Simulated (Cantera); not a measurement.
Feed: 1 mol Si3N4, 0.64 mol H2O, 220 mol N2, held at 1673.15 K and 101000 Pa.

These are equilibrium values from Cantera (NASA tables, ideal gas, pure condensed phases), not measurements of a reactor. Candidate condensed phases: H2O, Si, SiO2, Si2N2O, Si3N4; 35 gas species. Mutual solubility and eutectic melting of coexisting phases are not modelled. Kinetics and transport are ignored.

Base state: N2 0.997, H2 0.00289 (mole fractions); condensed: Si2N2O(s) + Si3N4(s).

**Question.** What changes in the equilibrium state with this change: temperature from 1673.15 K to 2050 K?

**Answer.** 
```json
[
 {"species": "N2", "before": "0.997", "after": "0.994"},
 {"species": "SiO", "before": "3.66e-6", "after": "0.00289"},
 {"species": "H2", "before": "0.00289", "after": "0.00283"},
 {"species": "H", "before": "6.10e-6", "after": "0.000120"},
 {"species": "Si", "before": "4.10e-9", "after": "3.49e-5"},
 {"species": "Si2N2O(s), mol", "before": "0.639", "after": "0"},
 {"species": "Si3N4(s), mol", "before": "0.574", "after": "0.783"}
]
```

**Question.** What changes in the equilibrium state with this change: H2O from 0.64 to 0.0069 mol?

**Answer.** 
```tsv
species	before	after
N2	0.997	1.000
H2	0.00289	3.10e-5
Si2N2O(s), mol	0.639	0.00610
Si3N4(s), mol	0.574	0.996
```

**Question.** What changes in the equilibrium state with this change: H2O from 0.64 to 0.4 mol?

**Answer.** 
| species | before | after |
|---|---|---|
| N2 | 0.997 | 0.998 |
| H2 | 0.00289 | 0.00181 |
| Si2N2O(s), mol | 0.639 | 0.399 |
| Si3N4(s), mol | 0.574 | 0.734 |
